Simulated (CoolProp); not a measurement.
Vapour-liquid equilibrium of 1-butene (1) + n-butane (2) at 19.3 bar; x and y are mole fractions of (1).

Model: multi-fluid Helmholtz-energy mixture model, Lemmon 2005 and Bücker 2006; pair parameters Bell 2016, in CoolProp.

```
x      bubble temperature, mixture model (°C)  bubble temperature, Raoult's law (°C)  y, mixture model  y, Raoult's law
-----  --------------------------------------  -------------------------------------  ----------------  ---------------
0.05                                    112.0                                  112.0             0.055            0.058
0.125                                   111.3                                  111.3             0.136            0.143
0.2                                     110.5                                  110.6             0.217            0.226
0.275                                   109.8                                  110.0             0.296            0.307
0.35                                    109.1                                  109.4             0.373            0.386
0.425                                   108.5                                  108.7             0.450            0.463
0.5                                     107.8                                  108.1             0.525            0.539
0.575                                   107.1                                  107.5             0.598            0.612
0.65                                    106.5                                  106.9             0.671            0.684
0.725                                   105.9                                  106.2             0.742            0.755
0.8                                     105.4                                  105.6             0.813            0.824
0.875                                   104.9                                  105.1             0.883            0.891
0.95                                    104.4                                  104.5             0.953            0.957
```

The largest gap from Raoult's law is -0.4 K in bubble temperature, at x = 0.65. No azeotrope shows between x = 0.05 and 0.95.

The pair parameters rest on a limited set of measurements; away from them the model extrapolates.
